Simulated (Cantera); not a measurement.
Cantera run, input and output.

```python
import numpy as np
import cantera as ct

gas = ct.Solution("gri30.yaml")
gas.TPX = 1200, 230, {'H2': 0.04, 'O2': 1}
reactor = ct.IdealGasConstPressureReactor(gas, energy="off", clone=False)
net = ct.ReactorNet([reactor])
net.rtol, net.atol = 1e-08, 1e-18
show = ['H2', 'O2', 'O', 'HO2', 'OH', 'H2O']
times = np.geomspace(0.0006, 60, 13)

steps = ct.SolutionArray(gas, extra=["t"])
rows = []
print(f"{'t/s':>10s}{'T/K':>9s}{'P/Pa':>11s}" + "".join(f"{s:>11s}" for s in show))
for t in times:
    while net.time < t:
        t_next = net.step()
        steps.append(gas.state, t=t_next)
    rows.append([np.interp(t, steps.t, y) for y in (steps.T, steps.P, *steps(*show).X.T)])
    print(f"{t:10.3e}{rows[-1][0]:9.1f}{rows[-1][1]:11.4g}" + "".join(f"{x:11.3e}" for x in rows[-1][2:]))
rate = np.gradient(steps.T, steps.t)
print("integrator steps:", len(steps.t))
if steps.T.max() > steps.T[0] + 200:
    print(f"time of steepest temperature rise: {steps.t[rate.argmax()]:.4e} s")
gas.TPX = 1200, 230, {'H2': 0.04, 'O2': 1}
gas.equilibrate("TP")
print(f"equilibrium (TP): T = {gas.T:.1f} K  " + "  ".join(f"{s} {gas[s].X[0]:.3e}" for s in show))
```

Output:

```
       t/s      T/K       P/Pa         H2         O2          O        HO2         OH        H2O
 6.000e-04   1200.0        230  3.846e-02  9.615e-01  2.420e-09  3.516e-09  2.022e-09  9.462e-10
 1.566e-03   1200.0        230  3.846e-02  9.615e-01  1.428e-08  9.180e-09  1.030e-08  1.180e-08
 4.088e-03   1200.0        230  3.846e-02  9.615e-01  2.312e-07  2.406e-08  1.550e-07  2.955e-07
 1.067e-02   1200.0        230  3.818e-02  9.613e-01  1.504e-04  1.358e-07  9.974e-05  2.071e-04
 2.785e-02   1200.0        230  7.201e-04  9.299e-01  2.724e-02  5.189e-07  3.060e-03  3.335e-02
 7.269e-02   1200.0        230  5.152e-04  9.302e-01  2.746e-02  4.902e-07  2.707e-03  3.409e-02
 1.897e-01   1200.0        230  4.834e-04  9.323e-01  2.555e-02  4.823e-07  2.625e-03  3.447e-02
 4.952e-01   1200.0        230  4.104e-04  9.371e-01  2.130e-02  4.611e-07  2.425e-03  3.529e-02
 1.293e+00   1200.0        230  2.749e-04  9.454e-01  1.386e-02  4.063e-07  1.993e-03  3.667e-02
 3.374e+00   1200.0        230  1.179e-04  9.542e-01  5.787e-03  2.916e-07  1.311e-03  3.805e-02
 8.807e+00   1200.0        230  3.012e-05  9.590e-01  1.459e-03  1.460e-07  6.643e-04  3.878e-02
 2.299e+01   1200.0        230  5.781e-06  9.604e-01  2.790e-04  5.004e-08  2.915e-04  3.905e-02
 6.000e+01   1200.0        230  1.109e-06  9.607e-01  5.346e-05  1.420e-08  1.278e-04  3.915e-02
integrator steps: 1311
equilibrium (TP): T = 1200.0 K  H2 1.067e-08  O2 9.608e-01  O 5.156e-07  HO2 5.753e-09  OH 1.256e-05  H2O 3.921e-02
```

Detailed kinetics in Cantera: GRI-Mech 3.0 (53 species, 325 reactions). Radical loss at walls, strong at low pressure, is not modelled. The temperature is held fixed by assumption; the heat of reaction is taken as removed at once.
